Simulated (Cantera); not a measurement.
A perfectly stirred reactor is fed with H2 : O2 = 0.033 : 1 (molar parts), equivalence ratio 0.017, at 0.0133 bar; it is held at 1223 K, and followed from long to short residence time.

Cantera simulation using GRI-Mech 3.0 (53 species, 325 reactions); the numbers are that mechanism's predictions, not measurements. Radical loss at walls, strong at low pressure, is not modelled.

x: mole fraction; the columns are a selection and need not sum to one.

| τ (s) | x H2 | x O2 | x H2O | x H | x OH | x H2O2 | x O |
|---|---|---|---|---|---|---|---|
| 18 | 1.96e-5 | 0.967 | 0.0322 | 1.12e-5 | 0.000382 | 2.18e-8 | 0.000507 |
| 4.7 | ? | 0.966 | 0.0321 | ? | ? | ? | ? |
| 1.2 | 0.000100 | 0.964 | 0.0318 | 0.000154 | 0.000921 | 4.20e-8 | 0.00288 |
| 0.30 | ? | 0.960 | 0.0311 | ? | ? | ? | ? |
| 0.077 | 0.000476 | 0.954 | 0.0300 | 0.00141 | 0.00198 | 6.11e-8 | 0.0121 |
| 0.020 | 0.00105 | 0.948 | 0.0283 | 0.00274 | 0.00264 | 7.41e-8 | 0.0174 |
| 0.0050 | 0.00277 | 0.946 | 0.0255 | 0.00401 | 0.00349 | 1.06e-7 | 0.0185 |

### Question
What belongs in the gaps?

### Answer

- 4.7, x H2: 4.46e-5
- 4.7, x H: 4.21e-5
- 4.7, x OH: 0.000595
- 4.7, x H2O2: 3.14e-8
- 4.7, x O: 0.00122
- 0.30, x H2: 0.000223
- 0.30, x H: 0.000524
- 0.30, x OH: 0.00140
- 0.30, x H2O2: 5.21e-8
- 0.30, x O: 0.00643
